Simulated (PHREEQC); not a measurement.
A solution holds 0.0024 mol HCl, 0.031 mol NiSO4 and 0.00025 mol MgSO4 per kg of water, at 25 °C. Closed to the air; pH follows from the charge balance.

Model: ion-association model, wateq4f.dat, run in PHREEQC.

No solid was allowed to form.

Q: Predict the pH.

A: pH 2.95.

Q: In which forms is Mg present?

A: Mg+2 57 %, MgSO4 43 % of the Mg.

Species that the database lacks are ignored.
